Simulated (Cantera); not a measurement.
A Cantera script and what it prints.

```python
import numpy as np
import cantera as ct

gas_names = """
    B BH BH2 BH3 BO BO2 B2 B2O B2O2 B2O3 B3O3H3 H HBO HBO2 HO2 H2 H2O H2O2 H3B3O6 O OH O2 O3
""".split()
cond_names = """
    B(b) B(L) B2O3(L) B3O3H3(cr) H2O(s) H2O(L)
""".split()


# ... load() reads the species with a 1 bar reference pressure and builds the phases ...
atoms = {
    'B2H6': {'B': 2, 'H': 6},
    'O2': {'O': 2},
    'H2': {'H': 2},
}
top_T = {}  # K; cautious upper limits of use, not melting points


# ... equilibrate(T, P, feed) seeds the gas with the atoms and calls Mixture.equilibrate('TP', solver="vcs", rtol=1e-11, max_steps=5000) ...
results = []
feed = {'B2H6': 1, 'O2': 0.63, 'H2': 55}  # mol
T = 1423  # K
P = 12  # Pa
mix = equilibrate(T, P, feed)
results.append((T, P, feed, dict(zip(mix.species_names, mix.species_moles))))
print(gas.report(threshold=0.001))
for i in range(1, mix.n_phases):
    print(f"{mix.phase(i).name:16s} {mix.phase_moles(i):12.5e} mol")
```

Result:

```
       temperature   1423 K
          pressure   12 Pa
           density   2.605e-06 kg/m^3
  mean mol. weight   2.5684 kg/kmol
   phase of matter   gas

                          1 kg             1 kmol
                     ---------------   ---------------
          enthalpy        1.1705e+07        3.0063e+07  J
   internal energy        7.0981e+06        1.8231e+07  J
           entropy             99346        2.5516e+05  J/K
    Gibbs function       -1.2966e+08       -3.3304e+08  J
 heat capacity c_p             12671             32545  J/K
 heat capacity c_v            9434.1             24231  J/K

                      mass frac. Y      mole frac. X     chem. pot. / RT
                     ---------------   ---------------   ---------------
              B2O2          0.050955         0.0024409           -89.046
               HBO           0.17387          0.016054           -58.272
                H2           0.76962           0.98051           -27.498
     [  +20 minor]         0.0055615        0.00099317

B(b)              7.45578e-01 mol
B2O3(L)           0.00000e+00 mol
B3O3H3(cr)        0.00000e+00 mol
```

Cantera equilibrium calculation (NASA polynomials, part measured and part estimated; ideal gas, pure solids and liquids). The feed counts by its element totals alone.
